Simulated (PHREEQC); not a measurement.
0.065 g of hydrous ferric oxide (600 m²/g; 0.2 weak and 0.005 strong sites per Fe, Dzombak-Morel constants, diffuse double layer) in 1 kg of water with 0.1 mol/kgw of an inert sodium salt and 3.9e-05 mol Na2HAsO4, 5.7e-05 mol NiCl2 and 0.00041 mol Na2SO4, at 25 °C; the pH is set by adding NaOH or the inert anion's acid. Oxygen alone is held at its pressure in air (log pO2 = -0.68). No CO2 enters from the air. Precipitation was switched off in this run.

The series has 17 steps of pH, from 4 to 10.

Model: ion-association model, wateq4f.dat, run in PHREEQC.

**Question.** Near which pH is half of the Ni sorbed, and on which side is more sorbed?

**Answer.** Near pH 7.3, with more sorbed at higher pH.

**Question.** At which pH does the surface charge pass through zero?

**Answer.** Near pH 7.3.

Along this series the solution becomes supersaturated in solids that the run did not let form, among them Ni(OH)2. Species that the database lacks are ignored. The database has no arsenate complexes of Ni.
